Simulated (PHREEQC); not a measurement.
3.9 g of hydrous ferric oxide (600 m²/g; 0.2 weak and 0.005 strong sites per Fe, Dzombak-Morel constants, diffuse double layer) in 1 kg of water with 0.05 mol/kgw of an inert sodium salt and 0.00023 mol/kgw NaF, 8.8e-06 mol/kgw ZnCl2 and 1.3e-05 mol/kgw Na2HAsO4, at 25 °C; the pH is set by adding NaOH or the inert anion's acid. O2 is buffered at 0.21 atm. The system is closed to CO2. Nothing may precipitate in this run.

Base run: PHREEQC, ion-association model, wateq4f.dat. Each further column changes one thing. The table gives F sorbed (%).

```csv
pH,base,no electrostatic term (-no_edl),background salt from 0.05 to 0.005 mol/kgw,oxide from 3.9 to 20 g/kgw,0.039 mol/kgw NiCl2 added
4,98.7,13.7,99.7,99.7,…
5.33,96.3,15.1,98.5,99.3,91.8
6,91.1,15.4,95.3,98.2,86.2
7.33,50.9,…,…,84.7,59.0
8.67,6.9,15.1,7.2,27.8,7.7
10,0.6,2.1,0.5,…,0.6
10.67,0.2,0.5,0.1,1.0,0.2
12,0.0,0.0,0.0,0.1,0.0
```

Q: Complete the blanks.

A: 
- 4, 0.039 mol/kgw NiCl2 added: 95.9
- 7.33, no electrostatic term (-no_edl): 18.4
- 7.33, background salt from 0.05 to 0.005 mol/kgw: 58.0
- 10, oxide from 3.9 to 20 g/kgw: 3.0

The database has no arsenate complexes of Zn. In at least one series the solution becomes supersaturated in solids that the run did not let form, among them Zincite(c), Ni(OH)2. The database has no arsenate complexes of Zn, Ni.
